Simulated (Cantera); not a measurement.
A freely propagating, adiabatic, planar premixed flame of CH4 : O2 : N2 : H2O = 1 : 1.54 : 4.46 : 0.94 (molar parts), unburnt at 575 K and 10.0 bar; mixture-averaged transport, grid criteria slope 0.08 and curve 0.16, no radiation.

Computed with Cantera and GRI-Mech 3.0 (53 species, 325 reactions). Burning velocities carry a grid error of a few per cent, more on coarse grids.

Question: What does this change do: 0.12 parts CO2 added?

Answer: 
| quantity | before | after |
|---|---|---|
| laminar burning velocity | 34.7 cm/s | 30.7 cm/s |
| thermal thickness | 0.0970 mm | 0.106 mm |
| peak x(CH2) | 3.18e-5 | 2.59e-5 |
| peak x(C2H6) | 0.00109 | 0.00105 |
